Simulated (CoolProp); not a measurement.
Vapour-liquid equilibrium of CHF3 (R23) (1) + propylene (2) at 39.8 kPa; x and y are mole fractions of (1).

Computed with CoolProp (multi-fluid Helmholtz-energy mixture model, Penoncello 2003 and Lemmon 2013; pair parameters Bell 2016).

Give the bubble temperature and the first vapour's composition at x = 0.125, 0.425, 0.725. Is there an azeotrope?

x = 0.125: 185.0 K, y = 0.770; x = 0.425: 177.5 K, y = 0.888; x = 0.725: 177.0 K, y = 0.898. No azeotrope shows between x = 0.05 and 0.95.

Pair parameters are fitted to limited data, so mixtures are less certain than the pure fluids. With so large a gap from Raoult's law the liquid may split in two, which this calculation doesn't test in full.
